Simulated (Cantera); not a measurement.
What does this Cantera script print?

```python
import numpy as np
import cantera as ct

gas_names = """
    H2 OH HCL CL H2O
""".split()
cond_names = """
    TiO2(ru) TiO2(L) Ti4O7(s) Ti4O7(L) Ti2O3(a) Ti2O3(b) Ti2O3(L)
""".split()


# ... load() reads the species with a 1 bar reference pressure and builds the phases ...
species = {s.name: s for s in load("nasa_gas.yaml", gas_names) + load("nasa_condensed.yaml", cond_names)}
# Each term lists the table entries of one substance; the one whose range holds T is used.
reactions = {
    'H2(g) + 8 TiO2 = 2 Ti4O7 + 2 OH(g)':
        [(-1, ['H2']), (-8, ['TiO2(ru)', 'TiO2(L)']), (2, ['Ti4O7(s)', 'Ti4O7(L)']), (2, ['OH'])],
    '2 TiO2 + 2 HCl(g) = 2 Cl(g) + H2O(g) + Ti2O3':
        [(-2, ['TiO2(ru)', 'TiO2(L)']), (-2, ['HCL']), (2, ['CL']), (1, ['H2O']), (1, ['Ti2O3(a)', 'Ti2O3(b)', 'Ti2O3(L)'])],
}


def pick(names, T):
    return next(species[n] for n in names if species[n].thermo.min_temp <= T <= species[n].thermo.max_temp)


results = []
for label, terms in reactions.items():
    print(label)
    print("     T/K   dH/kJ  dS/(J/K)   dG/kJ   log10 K")
    for T in [300, 1798, 1848, 1898, 1948, 1998, 2048, 2098]:
        used = [(nu, pick(names, T)) for nu, names in terms]
        dH = sum(nu * s.thermo.h(T) for nu, s in used) / 1e6
        dS = sum(nu * s.thermo.s(T) for nu, s in used) / 1e3
        dG = dH - T * dS / 1e3
        logK = -dG * 1e6 / (ct.gas_constant * T * np.log(10))
        results.append((label, T, dH, dS, dG, logK, [s.name for _, s in used]))
        print(f"{T:8g} {dH:8.1f} {dS:8.1f} {dG:8.1f} {logK:8.2f}")
```

Result:

```
H2(g) + 8 TiO2 = 2 Ti4O7 + 2 OH(g)
     T/K   dH/kJ  dS/(J/K)   dG/kJ   log10 K
     300    827.6    231.9    758.1  -131.99
    1798    860.8    263.4    387.3   -11.25
    1848    862.7    264.4    374.1   -10.57
    1898    864.6    265.4    360.8    -9.93
    1948    866.5    266.4    347.6    -9.32
    1998   1325.2    501.6    323.0    -8.44
    2048   1332.2    505.1    297.9    -7.60
    2098   1339.2    508.4    272.5    -6.78
2 TiO2 + 2 HCl(g) = 2 Cl(g) + H2O(g) + Ti2O3
     T/K   dH/kJ  dS/(J/K)   dG/kJ   log10 K
     300    554.1    122.4    517.4   -90.09
    1798    582.6    155.6    302.9    -8.80
    1848    583.5    156.1    295.1    -8.34
    1898    584.5    156.6    287.3    -7.91
    1948    585.4    157.1    279.4    -7.49
    1998    586.3    157.5    271.6    -7.10
    2048    587.3    158.0    263.7    -6.73
    2098    588.2    158.5    255.8    -6.37
```

Cantera with NASA thermochemical tables; ideal gases at 1 bar, condensed phases pure. Condensed species are held in their standard states even where they would react or evaporate.
